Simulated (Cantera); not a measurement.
Input (Python, Cantera) and output of one run.

```python
import numpy as np
import cantera as ct

gas_names = """
    H HO2 H2 H2O H2O2 O OH O2 O3 Pb PbO Pb2
""".split()
cond_names = """
    H2O(s) H2O(L) Pb(cr) Pb(L) PbO(rd) PbO(yw) PbO(L) PbO2(s) Pb3O4(s)
""".split()


# ... load() reads the species with a 1 bar reference pressure and builds the phases ...
atoms = {
    'PbO': {'Pb': 1, 'O': 1},
    'H2': {'H': 2},
}
top_T = {'Pb3O4(s)': 820}  # K; cautious upper limits of use, not melting points


# ... equilibrate(T, P, feed) seeds the gas with the atoms and calls Mixture.equilibrate('TP', solver="vcs", rtol=1e-11, max_steps=5000) ...
results = []
feed = {'PbO': 1, 'H2': 28}  # mol
T = 1573.15  # K
for P in [10, 36, 130, 460, 1700, 6000, 22000, 77000, 280000, 1000000]:
    mix = equilibrate(T, P, feed)
    results.append((T, P, feed, dict(zip(mix.species_names, mix.species_moles))))

top = {s: max(r[3][s] / sum(r[3][g] for g in gas_names) for r in results) for s in gas_names}
cols = sorted((s for s in top if top[s] > 1e-05), key=lambda s: -top[s])[:6]
seen = [c for c in cond_names if any(r[3].get(c, 0) > 1e-12 for r in results)]
print("log10 of partial pressures in bar; condensed amounts in mol")
print(f"{'P/Pa':>10s}" + "".join(f"{s[:9]:>10s}" for s in cols + seen))
for T, P, feed, n in results:
    ng = sum(n[g] for g in gas_names)
    print(f"{P:10.4g}" + "".join(f"{np.log10(max(n[s] / ng * P / 1e5, 1e-99)):10.3f}" for s in cols)
          + "".join(f"{n.get(c, 0):10.4g}" for c in seen))
```

Result:

```
log10 of partial pressures in bar; condensed amounts in mol
      P/Pa        H2       H2O        Pb         H       Pb2     Pb(L)
        10    -4.033    -5.463    -5.463    -6.407   -12.794         0
        36    -3.476    -4.907    -4.907    -6.128   -11.681         0
       130    -2.918    -4.349    -4.349    -5.849   -10.565         0
       460    -2.369    -3.800    -3.800    -5.574    -9.467         0
      1700    -1.801    -3.232    -3.232    -5.290    -8.332         0
      6000    -1.253    -2.684    -2.684    -5.017    -7.236         0
   2.2e+04    -0.689    -2.120    -2.120    -4.734    -6.108         0
   7.7e+04    -0.145    -1.576    -1.576    -4.462    -5.020         0
   2.8e+05     0.424    -1.008    -1.318    -4.178    -4.503      0.51
     1e+06     0.982    -0.449    -1.318    -3.899    -4.503    0.8645
```

Equilibrium computed with Cantera from the NASA thermochemical tables; the gas is ideal and each condensed phase is pure.
